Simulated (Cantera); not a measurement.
Input: 1 mol SrCl₂, 0.068 mol HCl, 6.4 mol N₂, at 133 Pa.

Method: chemical equilibrium by Gibbs-energy minimisation in Cantera with the NASA 1993 tables (ideal gas, pure condensed phases). Candidate condensed phases: NH₄Cl, Sr, SrCl₂; 15 gas species. Rates play no part.

Problem. Which condensed phases are stable at each of these points (T (K)): 1150, 1250, 1350, 1450, 1550, 1650, 1750, 1850, 1950, 2050, 2150?

Solution. 
```tsv
T (K)	condensed phases	Sr condensed (%)
1150	SrCl₂(l)	99.8
1250	SrCl₂(l)	98.0
1350	SrCl₂(l)	83.3
1450	gas only	0.0
1550	gas only	0.0
1650	gas only	0.0
1750	gas only	0.0
1850	gas only	0.0
1950	gas only	0.0
2050	gas only	0.0
2150	gas only	0.0
```

From 1150 K to 1350 K the condensed part is SrCl₂(l). From 1450 K to 2150 K nothing is condensed.
